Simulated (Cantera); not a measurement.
An isothermal, constant-pressure homogeneous reactor starts with 7.69 % NO, 92.3 % N₂, at 1975 K and 9.00 Torr.

Cantera simulation using GRI-Mech 3.0 (53 species, 325 reactions); the numbers are that mechanism's predictions, not measurements. Radical loss at walls, strong at low pressure, is not modelled.

Task: Predict: x(NO) at 100 s; x(O) at 100 s; x(N₂O) at 100 s; x(NO₂) at 100 s; x(N₂) at 100 s.

Result: 
- x(NO) at 100 s: 0.0108 (gas-phase equilibrium 0.00329)
- x(O) at 100 s: 0.000914 (gas-phase equilibrium 0.000964)
- x(N₂O) at 100 s: 5.54e-8 (gas-phase equilibrium 2.24e-8)
- x(NO₂) at 100 s: 8.38e-7 (gas-phase equilibrium 2.69e-7)
- x(N₂) at 100 s: 0.956 (gas-phase equilibrium 0.959)
